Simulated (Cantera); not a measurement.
Charge: 1 mol CHF₃, 1 mol HCl, a varied amount of H₂, equilibrated at 100 Torr.

These are equilibrium values from Cantera (NASA tables, ideal gas, pure condensed phases), not measurements of a reactor. Candidate condensed phases: C, C₆H₆, C₇H₈, C₈H₁₈; 118 gas species. Rates play no part.

Problem. What condenses at these points (T in K, n(H₂) in mol): (1298, 2.3); (2498, 5.7); (2948, 9.1); (1748, 3.2); (3098, 7.4)?

Solution. 
```csv
T (K),n(H₂) in mol,condensed phases,C condensed (%)
1298,2.3,C,100.0
2498,5.7,C,90.2
2948,9.1,C,18.2
1748,3.2,C,99.9
3098,7.4,gas only,0.0
```
